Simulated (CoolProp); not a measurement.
A single-stage vapour-compression cycle with the fluid: evaporating at 323.15 K (dew point), condensing at 347.15 K (bubble point), superheat 0 K, subcooling 2 K, compressor efficiency 0.65, no pressure losses. The same conditions are run with several fluids, on thermodynamics alone (safety and materials aside).

Model: reference Helmholtz-energy equation of state of each fluid (R1336mzz(Z): McLinden 2020; the fluoroketone C6F12O (FK-5-1-12): McLinden 2015; n-perfluorohexane: Gao 2022; cis-2-butene: Lemmon 2005; R114: Platzer 1990; ammonia: Gao 2020), in CoolProp. The equations of Platzer and Polt are older, rougher fits.

Rank R1336mzz(Z), the fluoroketone C6F12O (FK-5-1-12), n-perfluorohexane, cis-2-butene, R114, ammonia by cooling COP, highest first.

cis-2-butene (7.88), R1336mzz(Z) (7.80), ammonia (7.69), R114 (7.56), n-perfluorohexane (7.31), the fluoroketone C6F12O (FK-5-1-12) (7.26)

```csv
fluid,pressure ratio,discharge temperature (K),refrigerating effect (kJ/kg),volumetric capacity (kJ/m³)
R1336mzz(Z),2.04,347.2,128,1520
the fluoroketone C6F12O (FK-5-1-12),2.14,347.1,62.7,826
n-perfluorohexane,2.19,347.2,62.2,652
cis-2-butene,1.82,353.5,310,3250
R114,1.82,347.1,94.2,3040
ammonia,1.78,380.5,936,14800
```

The compression ends wet for: R1336mzz(Z); the fluoroketone C6F12O (FK-5-1-12); n-perfluorohexane; R114.
